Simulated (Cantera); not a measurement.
Mixture: CO : H₂ : O₂ : N₂ : CO₂ = 1 : 0.039 : 0.611 : 1.89 : 1 (molar parts), equivalence ratio 0.85, at 413 Torr, adiabatic and at constant pressure. Ignition delay is the time to a rise of 400 K.

Cantera simulation using GRI-Mech 3.0 (53 species, 325 reactions); the numbers are that mechanism's predictions, not measurements. Where the delays flatten at high temperature, the 400 K rule measures the pace of heat release, not the induction time.

### Question
What does this change do: pressure from 413 Torr to 760 Torr?

### Answer
```
quantity           before     after
---------------  --------  --------
delay at 1050 K   1.12 ms  0.839 ms
delay at 1150 K  0.659 ms  0.362 ms
delay at 1250 K  0.523 ms  0.249 ms
delay at 1350 K  0.491 ms  0.210 ms
delay at 1450 K  0.512 ms  0.201 ms
delay at 1550 K  0.566 ms  0.209 ms
delay at 1650 K  0.644 ms  0.228 ms
```

### Question
What does this change do: 0.0086 parts H2O added?

### Answer
```
quantity           before     after
---------------  --------  --------
delay at 1050 K   1.12 ms   1.11 ms
delay at 1150 K  0.659 ms  0.645 ms
delay at 1250 K  0.523 ms  0.505 ms
delay at 1350 K  0.491 ms  0.469 ms
delay at 1450 K  0.512 ms  0.486 ms
delay at 1550 K  0.566 ms  0.537 ms
delay at 1650 K  0.644 ms  0.613 ms
```
